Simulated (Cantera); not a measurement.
## C2F6 + H2 + F2 (fluorocarbon and chlorocarbon gases)

A closed system holds: 1 mol C2F6, a varied amount of H2, 0.41 mol F2, equilibrated at 1625 °C and 59000 Pa.

These are equilibrium values from Cantera (NASA tables, ideal gas, pure condensed phases), not measurements of a reactor. Candidate condensed phases: C, C6H6, C7H8, C8H18; 95 gas species. The feed counts by its element totals alone. Gases not in the tables: C2F6 and larger saturated fluorocarbons. Kinetics and transport are ignored.

From 1.2 mol H2 to 7.9 mol H2 the condensed part is C(graphite). The main C-bearing gas is CF4 at 1.2 mol H2 and C2H2 (acetylene) at 7.9 mol H2. The share of C in condensed phases is highest at 3.9 mol H2 (100.0 %) and lowest at 1.2 mol H2 (44.4 %).

| n(H2) (mol) | log p HF | log p H2 | log p CF4 | log p CF2 | n C(graphite) |
|---|---|---|---|---|---|
| 1.2 | -0.39 | -7.00 | -0.73 | -2.71 | 0.889 |
| 1.5 | -0.35 | -6.86 | -0.85 | -2.76 | 1.04 |
| 1.9 | -0.31 | -6.69 | -1.01 | -2.85 | 1.24 |
| 2.4 | -0.27 | -6.50 | -1.26 | -2.97 | 1.49 |
| 3 | -0.24 | -6.21 | -1.72 | -3.20 | 1.79 |
| 3.9 | -0.26 | -1.40 | -11.39 | -8.03 | 2.00 |
| 4.9 | -0.32 | -0.98 | <-12 | -8.57 | 2.00 |
| 6.2 | -0.38 | -0.77 | <-12 | -8.91 | 2.00 |
| 7.9 | -0.45 | -0.63 | <-12 | -9.19 | 2.00 |
log p: log10 of the partial pressure in bar; n: condensed amount in mol.
